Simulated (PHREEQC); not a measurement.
Dissolve 0.018 mol HF, 0.00044 mol H2SiF6, 0.066 mol H3PO4 and 5.4e-05 mol HNO3 per kg of water at 20 °C. Closed to the air; pH follows from the charge balance.

Computed with PHREEQC (ion-association model, wateq4f.dat).

Precipitation was switched off in this run.

Q: What pH does the model give?

A: pH 1.72.

Q: In which forms is F present?

A: HF 76 %, SiF6-2 13 %, H2F2 7.5 %, F- 3.4 % of the F.

Complexes and solids missing from the database can't appear. wateq4f.dat counts part of the HF as a dimer, H2F2, which phreeqc.dat doesn't know; its constant is uncertain. H3PO4, which wateq4f.dat lacks, is added to it with the constant of phreeqc.dat. SiF6-2 is the database's only silicon fluoride.
